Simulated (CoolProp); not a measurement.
Vapour-liquid equilibrium of R134a (1) + R245fa (2) at 1.22 MPa; x and y are mole fractions of (1).

Values from CoolProp's multi-fluid Helmholtz-energy mixture model, Tillner-Roth 1994 and Akasaka 2015; pair parameters Akasaka 2014.

```
x      bubble temperature (K)  y at the bubble point  dew temperature at overall composition x (K)  liquid density (mol/L)
-----  ----------------------  ---------------------  --------------------------------------------  ----------------------
0.05                    367.8                  0.106                                         369.8                   8.366
0.125                   362.5                  0.248                                         367.1                   8.594
0.2                     357.6                  0.370                                         364.4                   8.814
0.275                   352.9                  0.476                                         361.5                   9.028
0.35                    348.6                  0.567                                         358.4                   9.235
0.425                   344.5                  0.647                                         355.2                   9.438
0.5                     340.7                  0.716                                         351.8                   9.636
0.575                   337.1                  0.775                                         348.2                   9.832
0.65                    333.7                  0.828                                         344.3                   10.03
0.725                   330.5                  0.874                                         340.1                   10.22
0.8                     327.5                  0.914                                         335.5                   10.41
0.875                   324.6                  0.950                                         330.4                   10.61
0.95                    321.9                  0.981                                         324.6                   10.81
```

No azeotrope shows between x = 0.05 and 0.95.

Pair parameters are fitted to limited data, so mixtures are less certain than the pure fluids.
